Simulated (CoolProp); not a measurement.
The fluid at 313.87 K and 1.11 MPa flows at 3.2 m/s in a round tube of 2 mm bore and 45 µm roughness, fully developed (64/Re and Nu = 3.66 if laminar; Colebrook and Gnielinski if turbulent). The same conditions are run with several fluids, on thermodynamics alone (safety and materials aside).

The numbers come from the reference Helmholtz-energy equation of state of each fluid (ethanol: Schroeder 2014; R124: de Vries 1995; benzene: Thol 2012; n-heptane: Span 2003; toluene: Lemmon 2006) in CoolProp.

### Question
Rank ethanol, R124, benzene, n-heptane, toluene by Reynolds number, highest first.

### Answer
R124 (40100), n-heptane (12700), toluene (11700), benzene (11100), ethanol (6070)

```tsv
fluid	Darcy friction factor	pressure drop (Pa/m)	heat-transfer coefficient (W/(m² K))	mass flow (kg/h)
ethanol	0.0563	111000	6410	28.0
R124	0.0518	173000	12600	47.1
benzene	0.0540	119000	8390	31.0
n-heptane	0.0536	91600	8440	24.2
toluene	0.0539	117000	8200	30.7
```

Transport values come from each fluid's own correlations; those of R124 are estimates that may be off by 10 % or more.
